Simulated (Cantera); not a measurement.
Hydrogen reduction and annealing atmospheres: Cr2O3 + H2

A closed system holds: 1 mol Cr2O3, 900 mol H2, equilibrated at 71.3 Torr.

These are equilibrium values from Cantera (NASA tables, ideal gas, pure condensed phases), not measurements of a reactor. Candidate condensed phases: Cr, Cr2O3, H2O; 13 gas species. Mutual solubility and eutectic melting of coexisting phases are not modelled. Kinetics and transport are ignored.

From 948 K to 1648 K the condensed part is Cr(s) + Cr2O3(s). From 1748 K to 1848 K the condensed part is Cr(s). From 1948 K to 2048 K nothing is condensed.

```json
[
 {"T (K)": "948", "log p H2": "-1.02", "log p H": "-9.79", "log p H2O": "-6.47", "log p Cr": "<-13", "n Cr(s)": "0.00214", "n Cr2O3(s)": "0.999"},
 {"T (K)": "1048", "log p H2": "-1.02", "log p H": "-8.62", "log p H2O": "-5.80", "log p Cr": "-12.09", "n Cr(s)": "0.00993", "n Cr2O3(s)": "0.995"},
 {"T (K)": "1148", "log p H2": "-1.02", "log p H": "-7.66", "log p H2O": "-5.26", "log p Cr": "-10.40", "n Cr(s)": "0.0349", "n Cr2O3(s)": "0.983"},
 {"T (K)": "1248", "log p H2": "-1.02", "log p H": "-6.84", "log p H2O": "-4.80", "log p Cr": "-8.97", "n Cr(s)": "0.0997", "n Cr2O3(s)": "0.950"},
 {"T (K)": "1348", "log p H2": "-1.02", "log p H": "-6.15", "log p H2O": "-4.42", "log p Cr": "-7.77", "n Cr(s)": "0.242", "n Cr2O3(s)": "0.879"},
 {"T (K)": "1448", "log p H2": "-1.02", "log p H": "-5.55", "log p H2O": "-4.08", "log p Cr": "-6.73", "n Cr(s)": "0.519", "n Cr2O3(s)": "0.740"},
 {"T (K)": "1548", "log p H2": "-1.02", "log p H": "-5.02", "log p H2O": "-3.80", "log p Cr": "-5.83", "n Cr(s)": "0.997", "n Cr2O3(s)": "0.495"},
 {"T (K)": "1648", "log p H2": "-1.02", "log p H": "-4.56", "log p H2O": "-3.54", "log p Cr": "-5.05", "n Cr(s)": "1.72", "n Cr2O3(s)": "0.0963"},
 {"T (K)": "1748", "log p H2": "-1.02", "log p H": "-4.15", "log p H2O": "-3.50", "log p Cr": "-4.36", "n Cr(s)": "1.59", "n Cr2O3(s)": "0"},
 {"T (K)": "1848", "log p H2": "-1.03", "log p H": "-3.79", "log p H2O": "-3.50", "log p Cr": "-3.75", "n Cr(s)": "0.299", "n Cr2O3(s)": "0"},
 {"T (K)": "1948", "log p H2": "-1.03", "log p H": "-3.46", "log p H2O": "-3.50", "log p Cr": "-3.68", "n Cr(s)": "0", "n Cr2O3(s)": "0"},
 {"T (K)": "2048", "log p H2": "-1.03", "log p H": "-3.16", "log p H2O": "-3.50", "log p Cr": "-3.68", "n Cr(s)": "0", "n Cr2O3(s)": "0"}
]
```
log p: log10 of the partial pressure in bar; n: condensed amount in mol.
